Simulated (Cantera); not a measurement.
CHF₃ + H₂ + CH₄ (fluorocarbon and chlorocarbon gases)

Feed: 1 mol CHF₃, 1.4 mol H₂, 1.9 mol CH₄, at 293 Torr.

These are equilibrium values from Cantera (NASA tables, ideal gas, pure condensed phases), not measurements of a reactor. Candidate condensed phases: C, C₆H₆, C₇H₈, C₈H₁₈; 95 gas species. Equilibrium is a limit: real reactors are often held back by kinetics, nucleation or transport.

From 2698 K to 3198 K the condensed part is C(graphite). The main C-bearing gas is C₂H₂ (acetylene) throughout. The share of C in condensed phases is highest at 2698 K (93.5 %) and lowest at 3198 K (67.8 %).

```json
[
 {"T (K)": "2698", "x H₂": "0.519", "x HF": "0.403", "x H": "0.0651", "x C₂H₂ (acetylene)": "0.0122", "n C(graphite)": "2.71"},
 {"T (K)": "2748", "x H₂": "0.507", "x HF": "0.400", "x H": "0.0775", "x C₂H₂ (acetylene)": "0.0142", "n C(graphite)": "2.68"},
 {"T (K)": "2798", "x H₂": "0.494", "x HF": "0.397", "x H": "0.0914", "x C₂H₂ (acetylene)": "0.0164", "n C(graphite)": "2.64"},
 {"T (K)": "2848", "x H₂": "0.479", "x HF": "0.394", "x H": "0.107", "x C₂H₂ (acetylene)": "0.0187", "n C(graphite)": "2.59"},
 {"T (K)": "2898", "x H₂": "0.462", "x HF": "0.390", "x H": "0.124", "x C₂H₂ (acetylene)": "0.0212", "n C(graphite)": "2.54"},
 {"T (K)": "2948", "x H₂": "0.444", "x HF": "0.385", "x H": "0.143", "x C₂H₂ (acetylene)": "0.0237", "n C(graphite)": "2.48"},
 {"T (K)": "2998", "x H₂": "0.425", "x HF": "0.381", "x H": "0.164", "x C₂H₂ (acetylene)": "0.0263", "n C(graphite)": "2.41"},
 {"T (K)": "3048", "x H₂": "0.404", "x HF": "0.375", "x H": "0.186", "x C₂H₂ (acetylene)": "0.0288", "n C(graphite)": "2.33"},
 {"T (K)": "3098", "x H₂": "0.381", "x HF": "0.369", "x H": "0.209", "x C₂H₂ (acetylene)": "0.0312", "n C(graphite)": "2.24"},
 {"T (K)": "3148", "x H₂": "0.358", "x HF": "0.363", "x H": "0.233", "x C₂H₂ (acetylene)": "0.0335", "n C(graphite)": "2.12"},
 {"T (K)": "3198", "x H₂": "0.333", "x HF": "0.355", "x H": "0.258", "x C₂H₂ (acetylene)": "0.0355", "n C(graphite)": "1.97"}
]
```
x: gas mole fraction; n: condensed amount in mol.
